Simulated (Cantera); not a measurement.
Cantera run:

```python
import numpy as np
import cantera as ct

gas_names = """
    CL CL2 H HCL H2 N NH NH2 NH3 N2 N2H2 N2H4 Si SiCL SiCL2 SiCL3 SiCL4 SiH SiHCL3 SiH2 SiH2CL2 SiH3
    SiH3CL SiH4 SiN Si2 Si2N Si3
""".split()
cond_names = """
    NH4CL(a) NH4CL(b) Si(cr) Si(L) Si3N4(a)
""".split()


# ... load() reads the species with a 1 bar reference pressure and builds the phases ...
atoms = {
    'SiHCl3': {'Si': 1, 'H': 1, 'CL': 3},
    'N2': {'N': 2},
}
top_T = {'Si3N4(a)': 2400}  # K; cautious upper limits of use, not melting points


# ... equilibrate(T, P, feed) seeds the gas with the atoms and calls Mixture.equilibrate('TP', solver="vcs", rtol=1e-11, max_steps=5000) ...
results = []
feed = {'SiHCl3': 1, 'N2': 39}  # mol
T = 1550  # K
P = 10000  # Pa
mix = equilibrate(T, P, feed)
results.append((T, P, feed, dict(zip(mix.species_names, mix.species_moles))))
print(gas.report(threshold=1e-05))
for i in range(1, mix.n_phases):
    print(f"{mix.phase(i).name:16s} {mix.phase_moles(i):12.5e} mol")
```

Output:

```
       temperature   1550 K
          pressure   10000 Pa
           density   0.023285 kg/m^3
  mean mol. weight   30.008 kg/kmol
   phase of matter   gas

                          1 kg             1 kmol
                     ---------------   ---------------
          enthalpy        1.0963e+06        3.2899e+07  J
   internal energy        6.6688e+05        2.0012e+07  J
           entropy            8907.3        2.6729e+05  J/K
    Gibbs function        -1.271e+07        -3.814e+08  J
 heat capacity c_p            1188.2             35654  J/K
 heat capacity c_v            911.08             27340  J/K

                      mass frac. Y      mole frac. X     chem. pot. / RT
                     ---------------   ---------------   ---------------
                CL        5.2971e-05        4.4839e-05            -25.04
               HCL          0.026273          0.021625           -38.801
                H2        9.8767e-05         0.0014701           -27.524
                N2           0.89298           0.95654            -28.46
             SiCL2           0.04129          0.012517           -59.185
             SiCL3          0.018254         0.0040746           -84.225
             SiCL4          0.020916         0.0036945           -109.26
            SiHCL3        0.00013939        3.0883e-05           -97.987
     [  +20 minor]        1.0643e-06        4.2354e-06

Si(cr)            0.00000e+00 mol
Si3N4(a)          5.80222e-02 mol
```

Cantera equilibrium calculation (NASA polynomials, part measured and part estimated; ideal gas, pure solids and liquids). The tables' values for SiCl3 are old estimates; treat these amounts as uncertain.
